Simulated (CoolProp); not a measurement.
Vapour pressure (MPa) of c-C4F8 (RC318): the reference equation beside estimates from Tc = 115.2 °C, pc = 2.778 MPa, ω = 0.355.

Computed with CoolProp (reference Helmholtz-energy equation of state, Platzer 1990). This equation is an older, rougher fit; its heat capacities, sound speeds and derivatives of the liquid may be far off and weren't checked against measurements.

```
T (°C)  reference  Lee-Kesler  van der Waals
------  ---------  ----------  -------------
33.05      0.4011      0.4016         0.9950
39.15      0.4799      0.4803          1.090
45.35      0.5714      0.5717          1.193
51.45      0.6736      0.6736          1.300
57.55      0.7888      0.7885          1.412
63.75      0.9204      0.9197          1.533
69.85       1.065       1.064          1.657
76.05       1.229       1.228          1.790
82.15       1.409       1.408          1.926
88.25       1.608       1.607          2.069
94.45       1.831       1.831          2.221
```

Absolute difference from the reference over all 11 rows, mean and median: Lee-Kesler 0.1 and 0.1 %, van der Waals 73.7 and 66.6 %.
